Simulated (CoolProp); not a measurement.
Computed with CoolProp (reference Helmholtz-energy equation of state, Wagner 2002).

### Question
Give the vapour pressure (MPa), vapour density (kg/m³), enthalpy of vaporisation (kJ/kg), liquid conductivity (mW/(m K)) of saturated water at 385.2, 457.9, 516 K.

### Answer
```csv
T (K),p (MPa),vapour density (kg/m³),enthalpy of vaporisation (kJ/kg),liquid conductivity (mW/(m K))
385.2,0.154,0.882,2220,681
457.9,1.12,5.72,2000,669
516,3.52,17.6,1750,624
```

Thermal conductivity comes from a separate model (Huber 2012).
